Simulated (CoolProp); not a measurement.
Vapour-liquid equilibrium of nitrogen (1) + carbon monoxide (2) at -194.45 °C; x and y are mole fractions of (1).

Model: multi-fluid Helmholtz-energy mixture model, Span 2000 and Lemmon 2006; pair parameters Gernert 2013, in CoolProp.

**Question.** Give the bubble pressure and the first vapour's composition at x = 0.05, 0.35, 0.8. Is there an azeotrope?

**Answer.** x = 0.05: 74.33 kPa, y = 0.084; x = 0.35: 90.49 kPa, y = 0.478; x = 0.8: 110.9 kPa, y = 0.858. No azeotrope shows between x = 0.05 and 0.95.

Pair parameters are fitted to limited data, so mixtures are less certain than the pure fluids.
